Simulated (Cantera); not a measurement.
Stirred combustor or abatement burner

A perfectly stirred reactor is fed with 11.7 % CH3OH, 18.5 % O2, 69.7 % N2, equivalence ratio 0.95, at 5.00 bar; it is adiabatic with a 750 K inlet, and is followed from long to short residence time, starting on the burning branch (τ in s: 0.048, 0.017, 0.0061, 0.0022, 0.00076, 0.00027, 9.6e-05, 3.4e-05, 1.2e-05).

Detailed kinetics in Cantera: GRI-Mech 3.0 (53 species, 325 reactions). GRI-Mech 3.0 was tuned for natural gas; its chemistry of methanol as a main component is partial and can be far from experiment.

| τ (s) | T (K) | x CH3OH | x O2 | x C2H | x NO | x CH2CO | x O | x CH3 |
|---|---|---|---|---|---|---|---|---|
| 0.048 | 2456 | 2.43e-7 | 0.0129 | <1e-12 | 0.00414 | 9.00e-11 | 0.000606 | 9.17e-8 |
| 0.017 | 2454 | 6.69e-7 | 0.0134 | <1e-12 | 0.00338 | 2.48e-10 | 0.000637 | 2.43e-7 |
| 0.0061 | 2449 | 1.78e-6 | 0.0143 | <1e-12 | 0.00224 | 6.62e-10 | 0.000706 | 5.93e-7 |
| 0.0022 | 2433 | 4.50e-6 | 0.0157 | 2.11e-12 | 0.00120 | 1.72e-9 | 0.000851 | 1.26e-6 |
| 0.00076 | 2397 | 1.10e-5 | 0.0179 | 5.88e-12 | 0.000553 | 4.38e-9 | 0.00117 | 2.29e-6 |
| 0.00027 | 2336 | 2.47e-5 | 0.0211 | 1.30e-11 | 0.000249 | 1.10e-8 | 0.00177 | 3.92e-6 |
| 9.6e-5 | 2254 | 5.45e-5 | 0.0252 | 4.00e-11 | 0.000115 | 3.36e-8 | 0.00268 | 8.36e-6 |
| 3.4e-5 | 2153 | 0.000130 | 0.0307 | 1.92e-10 | 5.69e-5 | 1.40e-7 | 0.00364 | 2.26e-5 |
| 1.2e-5 | 2025 | 0.000398 | 0.0402 | 1.09e-9 | 2.34e-5 | 8.71e-7 | 0.00372 | 6.97e-5 |
x: mole fraction; the columns are a selection and need not sum to one.
